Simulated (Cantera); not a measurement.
Transport properties of process gases

Gas mixture: C2H4 : C3H8 : CO = 0.33 : 0.65 : 0.17 (molar parts), at 1.00 bar, frozen composition.

Cantera's kinetic-theory transport with the Lennard-Jones parameters of GRI-Mech 3.0, ideal gas; thermal conductivity in the mixture-averaged form. The composition is frozen, though it would react at the higher temperatures.

| T (K) | ρ (kg/m³) | cp (J/kg/K) | μ (µPa s) | λ (mW/m/K) | Pr | D (cm²/s) NH3 | D (cm²/s) CH3 | D (cm²/s) O |
|---|---|---|---|---|---|---|---|---|
| 400 | 1.12 | 1957 | 12.5 | 31.7 | 0.769 | 0.238 | 0.253 | 0.354 |
| 550 | 0.812 | 2476 | 16.4 | 51.5 | 0.788 | 0.440 | 0.450 | 0.620 |
| 700 | 0.638 | 2902 | 19.9 | 72.0 | 0.802 | 0.690 | 0.687 | 0.938 |
| 850 | 0.525 | 3237 | 23.1 | 92.2 | 0.810 | 0.983 | 0.960 | 1.30 |
| 1000 | 0.446 | 3519 | 26.0 | 112 | 0.818 | 1.32 | 1.27 | 1.72 |
| 1150 | 0.388 | 3725 | 28.7 | 131 | 0.818 | 1.68 | 1.61 | 2.17 |
| 1300 | 0.343 | 3904 | 31.3 | 149 | 0.820 | 2.09 | 1.98 | 2.66 |
D: mixture-averaged diffusion coefficient of that species in the mixture.
